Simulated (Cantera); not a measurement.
N2O furnace oxynitridation

A perfectly stirred reactor is fed with N2O = 0.71 (molar parts), at 22000 Pa; it is held at 1325 K, and followed from long to short residence time.

Detailed kinetics in Cantera: GRI-Mech 3.0 (53 species, 325 reactions). GRI-Mech 3.0 was tuned for natural gas; its chemistry of N2O as a main component is partial and can be far from experiment. The mechanism lacks the step 2 NO + O2 → 2 NO2, which can matter for NO2 below about 1400 K. The temperature is held fixed by assumption; the heat of reaction is taken as removed at once.

```csv
τ (s),x N2O,x O2,x O,x NO,x NO2,x N2
0.37,0.616,0.108,1.00e-5,0.0401,7.80e-5,0.236
0.17,0.776,0.0628,1.02e-5,0.0237,4.39e-5,0.138
0.082,0.877,0.0344,1.03e-5,0.0130,2.25e-5,0.0753
0.038,0.939,0.0171,1.04e-5,0.00650,9.79e-6,0.0374
0.018,0.970,0.00836,1.04e-5,0.00319,3.83e-6,0.0183
0.0084,0.986,0.00396,1.04e-5,0.00151,1.26e-6,0.00869
0.0039,0.993,0.00185,1.04e-5,0.000706,3.54e-7,0.00406
0.0018,0.997,0.000852,1.03e-5,0.000325,8.71e-8,0.00188
```
x: mole fraction; the columns are a selection and need not sum to one.
